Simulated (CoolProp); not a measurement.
Vapour-liquid equilibrium of R134a (1) + R227EA (2) at -71.15 °C; x and y are mole fractions of (1).

Computed with CoolProp (multi-fluid Helmholtz-energy mixture model, Tillner-Roth 1994 and Lemmon 2016; pair parameters Bell 2016).

Question: Give the bubble pressure and the first vapour's composition at x = 0.35, 0.65, 0.8. Is there an azeotrope?

Answer: x = 0.35: 5.746 kPa, y = 0.504; x = 0.65: 6.629 kPa, y = 0.748; x = 0.8: 6.970 kPa, y = 0.853. No azeotrope shows between x = 0.05 and 0.95.

The pair parameters rest on a limited set of measurements; away from them the model extrapolates.
